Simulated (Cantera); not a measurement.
**Ammonia decomposition in nitride growth gas**

An isothermal, constant-pressure homogeneous reactor starts with NH₃ : N₂ = 1 : 0.33 (molar parts), at 1748 K and 0.180 bar.

Detailed kinetics in Cantera: the gas-phase N/H chemistry of the illustrative SiF4/NH3 mechanism in the Surface Chemkin manual (1991). Walls and surfaces, which speed up NH3 decomposition in real reactors, are not modelled.

| t (s) | x NH₃ | x N₂H₂ | x N₂H₄ | x NH | x N | x NH₂ |
|---|---|---|---|---|---|---|
| 4.00e-6 | 0.752 | <1e-12 | <1e-12 | <1e-12 | <1e-12 | 4.56e-7 |
| 1.37e-5 | 0.752 | 6.56e-12 | 1.48e-12 | 1.48e-11 | <1e-12 | 1.64e-6 |
| 4.66e-5 | 0.752 | 2.07e-10 | 2.47e-11 | 2.64e-10 | <1e-12 | 5.68e-6 |
| 0.000159 | 0.752 | 4.35e-9 | 3.20e-10 | 5.25e-9 | <1e-12 | 1.95e-5 |
| 0.000543 | 0.752 | 6.61e-8 | 3.79e-9 | 7.76e-8 | 3.65e-11 | 6.60e-5 |
| 0.00185 | 0.752 | 7.45e-7 | 3.64e-8 | 5.68e-7 | 3.08e-10 | 0.000204 |
| 0.00632 | 0.750 | 1.90e-6 | 8.79e-8 | 1.13e-6 | 1.49e-9 | 0.000316 |
| 0.0216 | 0.745 | 1.90e-6 | 8.67e-8 | 1.22e-6 | 4.77e-9 | 0.000314 |
| 0.0737 | 0.730 | 1.84e-6 | 8.04e-8 | 1.42e-6 | 1.52e-8 | 0.000302 |
| 0.251 | 0.679 | 1.63e-6 | 6.80e-8 | 1.69e-6 | 3.80e-8 | 0.000278 |
| 0.858 | 0.539 | 1.13e-6 | 4.77e-8 | 1.81e-6 | 6.28e-8 | 0.000233 |
| 2.93 | 0.283 | 4.49e-7 | 1.98e-8 | 1.56e-6 | 7.67e-8 | 0.000150 |
| 10.0 | 0.0632 | 6.16e-8 | 2.45e-9 | 8.93e-7 | 7.26e-8 | 5.28e-5 |
x: mole fraction; the columns are a selection and need not sum to one.

Equilibrium at this temperature and pressure: NH₃ 1.79e-6, N₂H₂ <1e-12, N₂H₄ <1e-12, NH 1.13e-10, N 1.98e-11, NH₂ 3.16e-9 (gas phase only).
